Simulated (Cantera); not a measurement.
Mixture: C₃H₈ : O₂ : N₂ = 1 : 8.06 : 30.3 (molar parts), equivalence ratio 0.62, at 0.424 atm, adiabatic and at constant pressure. Ignition delay is the time to a rise of 400 K.

Detailed kinetics in Cantera: GRI-Mech 3.0 (53 species, 325 reactions). GRI-Mech 3.0 was tuned for natural gas; its chemistry of propane as a main component is partial and can be far from experiment.

Task: Predict: delay at 1125 K; delay at 1275 K; delay at 1425 K; delay at 1575 K; apparent activation energy between 1500 and 1650 K.

Result: 
```json
{
  "delay at 1125 K": "44.6 ms",
  "delay at 1275 K": "2.09 ms",
  "delay at 1425 K": "0.266 ms",
  "delay at 1575 K": "75.4 µs",
  "apparent activation energy between 1500 and 1650 K": "140 kJ/mol"
}
```
